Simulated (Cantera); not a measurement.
A closed system holds: 1 mol BF₃, 1.8 mol O₂, 1.1 mol N₂, at 1848 K and 1.00 bar.

Method: chemical equilibrium by Gibbs-energy minimisation in Cantera with the NASA 1993 tables (ideal gas, pure condensed phases). Candidate condensed phases: B, BN, B₂O₃; 31 gas species. Equilibrium is a limit: real reactors are often held back by kinetics, nucleation or transport.

Base state: O₂ 0.459, N₂ 0.280, BF₃ 0.256, NO 0.00429, F 0.000598, BOF 0.000271, O 0.000128, BOF₂ 5.67e-5 (mole fractions); condensed: gas only.

Task: What changes in the equilibrium state with this change: BF₃ replaced by BCl₃?

Result: 
| species | before | after |
|---|---|---|
| N₂ | 0.280 | 0.266 |
| Cl₂ | 0 | 0.260 |
| O₂ | 0.459 | 0.254 |
| BF₃ | 0.256 | 0 |
| Cl | 0 | 0.201 |
| B₂O₃ | <1e-9 | 0.00656 |
| BOCl | 0 | 0.00582 |
| ClO | 0 | 0.00173 |
| F | 0.000598 | 0 |
| B₂O₃(l), mol | 0 | 0.458 |
The tables' values for BOCl are old estimates; treat these amounts as uncertain.
